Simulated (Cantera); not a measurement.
A freely propagating, adiabatic, planar premixed flame of CH₄ : H₂ : O₂ : N₂ = 1 : 0.037 : 2.02 : 7.67 (molar parts), unburnt at 400 K and 1430 Torr; mixture-averaged transport, grid criteria slope 0.08 and curve 0.16, no radiation.

Detailed kinetics in Cantera: GRI-Mech 3.0 (53 species, 325 reactions). Burning velocities carry a grid error of a few per cent, more on coarse grids.

**Question.** What does this change do: inlet temperature 400 to 575 K?

**Answer.** 
```tsv
quantity	before	after
laminar burning velocity	49.4 cm/s	99.2 cm/s
thermal thickness	0.249 mm	0.204 mm
peak x(C₂H₄)	0.000528	0.000595
peak x(H₂O₂)	3.19e-5	2.31e-5
```

**Question.** What does this change do: N2 7.67 to 6.1 parts?

**Answer.** 
| quantity | before | after |
|---|---|---|
| laminar burning velocity | 49.4 cm/s | 75.3 cm/s |
| thermal thickness | 0.249 mm | 0.182 mm |
| peak x(C₂H₄) | 0.000528 | 0.000621 |
| peak x(H₂O₂) | 3.19e-5 | 3.35e-5 |
